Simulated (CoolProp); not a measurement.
Vapour-liquid equilibrium of isobutane (1) + n-butane (2) at 216.3 K; x and y are mole fractions of (1).

Values from CoolProp's multi-fluid Helmholtz-energy mixture model, Bücker 2006 and Bücker 2006; pair parameters Kunz 2012.

Give the bubble pressure and the first vapour's composition at x = 0.35, 0.45, 0.55. Is there an azeotrope?

x = 0.35: 0.007980 MPa, y = 0.495; x = 0.45: 0.008487 MPa, y = 0.598; x = 0.55: 0.008991 MPa, y = 0.689. No azeotrope shows between x = 0.05 and 0.95.

Pair parameters are fitted to limited data, so mixtures are less certain than the pure fluids.
